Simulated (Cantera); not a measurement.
Charge: 1 mol TiO2, 4.7 mol CH4, 0.049 mol CO, at 105 Torr.

These are equilibrium values from Cantera (NASA tables, ideal gas, pure condensed phases), not measurements of a reactor. Candidate condensed phases: C, C6H6, C7H8, C8H18, H2O, Ti, TiC, TiO, TiO2, Ti2O3, Ti3O5, Ti4O7; 113 gas species. TiC: taken at fixed stoichiometry. Equilibrium is a limit: real reactors are often held back by kinetics, nucleation or transport.

x: gas mole fraction; n: condensed amount in mol.

| T (K) | x H2 | x CO | x H | x C2H2 (acetylene) | n C(graphite) | n TiC(s) |
|---|---|---|---|---|---|---|
| 1948 | 0.818 | 0.179 | 0.00273 | (withheld) | 1.69 | 1.00 |
| 1973 | 0.817 | 0.179 | 0.00326 | (withheld) | 1.69 | 1.00 |
| 1998 | 0.817 | 0.179 | 0.00387 | (withheld) | 1.69 | 1.00 |
| 2023 | 0.816 | 0.179 | 0.00459 | (withheld) | 1.68 | 1.00 |
| 2048 | 0.815 | 0.178 | 0.00540 | (withheld) | 1.68 | 1.00 |
| 2073 | 0.814 | 0.178 | 0.00634 | (withheld) | 1.68 | 1.00 |
| 2098 | 0.813 | 0.178 | 0.00742 | (withheld) | 1.67 | 1.00 |
| 2123 | 0.812 | 0.178 | 0.00864 | (withheld) | 1.67 | 1.000 |
| 2148 | 0.810 | 0.178 | 0.0100 | (withheld) | 1.66 | 1.000 |
| 2173 | 0.809 | 0.178 | 0.0116 | (withheld) | 1.66 | 1.000 |
| 2198 | 0.807 | 0.178 | 0.0134 | (withheld) | 1.65 | 1.000 |
| 2223 | 0.805 | 0.178 | 0.0154 | (withheld) | 1.65 | 1.000 |

Complete the blanks.


- 1948, x C2H2 (acetylene): 0.000441
- 1973, x C2H2 (acetylene): 0.000524
- 1998, x C2H2 (acetylene): 0.000619
- 2023, x C2H2 (acetylene): 0.000729
- 2048, x C2H2 (acetylene): 0.000855
- 2073, x C2H2 (acetylene): 0.000998
- 2098, x C2H2 (acetylene): 0.00116
- 2123, x C2H2 (acetylene): 0.00134
- 2148, x C2H2 (acetylene): 0.00155
- 2173, x C2H2 (acetylene): 0.00178
- 2198, x C2H2 (acetylene): 0.00204
- 2223, x C2H2 (acetylene): 0.00234
